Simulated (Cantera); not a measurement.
## Silicon nitride deposition: SiCl4 + N2 + H2

Charge: 1 mol SiCl4, 0.22 mol N2, 1.2 mol H2, held at 775 K and 0.210 bar.

Method: chemical equilibrium by Gibbs-energy minimisation in Cantera with the NASA 1993 tables (ideal gas, pure condensed phases). Candidate condensed phases: NH4Cl, Si, Si3N4; 28 gas species. N2 is the only nitrogen source here; it is nearly inert below about 1500 K, so the nitride shown seldom forms there in practice. Equilibrium is a limit: real reactors are often held back by kinetics, nucleation or transport.

x(H2): 0.337
x(SiCl4): 0.330
x(HCl): 0.293
x(N2): 0.0400
x(SiHCl3): 0.000246
x(NH3): 3.19e-5
n(Si3N4(s)): 0.0604 mol
gas amount: 2.480 mol
log10 activity of Si(s) (absent): -9.59
